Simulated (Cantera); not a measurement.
Input: 1 mol MgO, 3.4 mol CH4, 0.029 mol CO, 0.00019 mol H2O, at 2.40 mbar.

Equilibrium computed with Cantera from the NASA thermochemical tables; the gas is ideal and each condensed phase is pure. Candidate condensed phases: C, C6H6, C7H8, C8H18, H2O, Mg, MgCO3, MgO, Mg(OH)2; 116 gas species. The tables' values for MgH are old estimates; treat these amounts as uncertain. Rates play no part.

x: gas mole fraction; n: condensed amount in mol.

| T (K) | x H2 | x H | x CO | x Mg | x C2H2 (acetylene) | n C(graphite) |
|---|---|---|---|---|---|---|
| 1700 | 0.768 | 0.00264 | 0.116 | 0.113 | (withheld) | 2.40 |
| 1750 | 0.766 | 0.00416 | 0.116 | 0.113 | (withheld) | 2.40 |
| 1800 | 0.764 | 0.00639 | 0.116 | 0.113 | (withheld) | 2.40 |
| 1850 | 0.761 | 0.00960 | 0.116 | 0.113 | (withheld) | 2.40 |
| 1900 | 0.757 | 0.0141 | 0.116 | 0.112 | (withheld) | 2.39 |
| 1950 | 0.752 | 0.0203 | 0.115 | 0.112 | (withheld) | 2.39 |
| 2000 | 0.744 | 0.0286 | 0.115 | 0.112 | (withheld) | 2.39 |
| 2050 | 0.734 | 0.0397 | 0.114 | 0.111 | (withheld) | 2.39 |
| 2100 | 0.721 | 0.0540 | 0.113 | 0.110 | (withheld) | 2.38 |
| 2150 | 0.705 | 0.0723 | 0.112 | 0.109 | (withheld) | 2.37 |
| 2200 | 0.684 | 0.0951 | 0.111 | 0.108 | (withheld) | 2.37 |
| 2250 | 0.659 | 0.123 | 0.109 | 0.106 | (withheld) | 2.36 |
| 2300 | 0.629 | 0.157 | 0.107 | 0.104 | (withheld) | 2.35 |

### Question
Complete the blanks.

### Answer

- 1700, x C2H2 (acetylene): 5.64e-5
- 1750, x C2H2 (acetylene): 8.81e-5
- 1800, x C2H2 (acetylene): 0.000134
- 1850, x C2H2 (acetylene): 0.000199
- 1900, x C2H2 (acetylene): 0.000289
- 1950, x C2H2 (acetylene): 0.000411
- 2000, x C2H2 (acetylene): 0.000572
- 2050, x C2H2 (acetylene): 0.000780
- 2100, x C2H2 (acetylene): 0.00104
- 2150, x C2H2 (acetylene): 0.00137
- 2200, x C2H2 (acetylene): 0.00175
- 2250, x C2H2 (acetylene): 0.00221
- 2300, x C2H2 (acetylene): 0.00272
